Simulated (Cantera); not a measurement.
# Adiabatic ignition

An adiabatic, constant-volume homogeneous reactor starts with 3.45 % C3H8, 20.3 % O2, 76.3 % N2, equivalence ratio 0.85, at 1550 K and 220000 Pa.

Computed with Cantera and GRI-Mech 3.0 (53 species, 325 reactions). GRI-Mech 3.0 was tuned for natural gas; its chemistry of propane as a main component is partial and can be far from experiment.

```json
[
 {"t (s)": "9.00e-6", "T (K)": "1541", "P (bar)": "2.20", "x C3H8": "0.0286", "x O2": "0.199", "x C2H": "1.84e-10", "x H2O2": "1.09e-5", "x H": "2.89e-5", "x CH4": "0.000397"},
 {"t (s)": "2.55e-5", "T (K)": "1761", "P (bar)": "2.63", "x C3H8": "0.00318", "x O2": "0.161", "x C2H": "7.13e-7", "x H2O2": "4.98e-5", "x H": "0.000655", "x CH4": "0.00344"},
 {"t (s)": "7.22e-5", "T (K)": "2976", "P (bar)": "4.56", "x C3H8": "<1e-12", "x O2": "0.0420", "x C2H": "<1e-12", "x H2O2": "7.47e-7", "x H": "0.00696", "x CH4": "<1e-12"},
 {"t (s)": "0.000205", "T (K)": "2966", "P (bar)": "4.54", "x C3H8": "<1e-12", "x O2": "0.0386", "x C2H": "<1e-12", "x H2O2": "7.12e-7", "x H": "0.00672", "x CH4": "<1e-12"},
 {"t (s)": "0.000580", "T (K)": "2958", "P (bar)": "4.52", "x C3H8": "<1e-12", "x O2": "0.0362", "x C2H": "<1e-12", "x H2O2": "6.83e-7", "x H": "0.00658", "x CH4": "<1e-12"},
 {"t (s)": "0.00164", "T (K)": "2958", "P (bar)": "4.52", "x C3H8": "<1e-12", "x O2": "0.0360", "x C2H": "<1e-12", "x H2O2": "6.81e-7", "x H": "0.00657", "x CH4": "<1e-12"},
 {"t (s)": "0.00466", "T (K)": "2958", "P (bar)": "4.52", "x C3H8": "<1e-12", "x O2": "0.0360", "x C2H": "<1e-12", "x H2O2": "6.81e-7", "x H": "0.00657", "x CH4": "<1e-12"},
 {"t (s)": "0.0132", "T (K)": "2958", "P (bar)": "4.52", "x C3H8": "<1e-12", "x O2": "0.0360", "x C2H": "<1e-12", "x H2O2": "6.81e-7", "x H": "0.00657", "x CH4": "<1e-12"},
 {"t (s)": "0.0374", "T (K)": "2958", "P (bar)": "4.52", "x C3H8": "<1e-12", "x O2": "0.0360", "x C2H": "<1e-12", "x H2O2": "6.81e-7", "x H": "0.00657", "x CH4": "<1e-12"},
 {"t (s)": "0.106", "T (K)": "2958", "P (bar)": "4.52", "x C3H8": "<1e-12", "x O2": "0.0360", "x C2H": "<1e-12", "x H2O2": "6.81e-7", "x H": "0.00657", "x CH4": "<1e-12"},
 {"t (s)": "0.300", "T (K)": "2958", "P (bar)": "4.52", "x C3H8": "<1e-12", "x O2": "0.0360", "x C2H": "<1e-12", "x H2O2": "6.81e-7", "x H": "0.00657", "x CH4": "<1e-12"}
]
```
x: mole fraction; the columns are a selection and need not sum to one.

```
Property                                                          Result
---------------------------------  -------------------------------------
time of steepest temperature rise                                27.8 µs
temperature at 0.300 s                                            2958 K
equilibrium temperature                                           2958 K
x(C3H8) at 0.300 s                 <1e-12 (gas-phase equilibrium <1e-12)
x(O2) at 0.300 s                   0.0360 (gas-phase equilibrium 0.0360)
x(C2H) at 0.300 s                  <1e-12 (gas-phase equilibrium <1e-12)
```
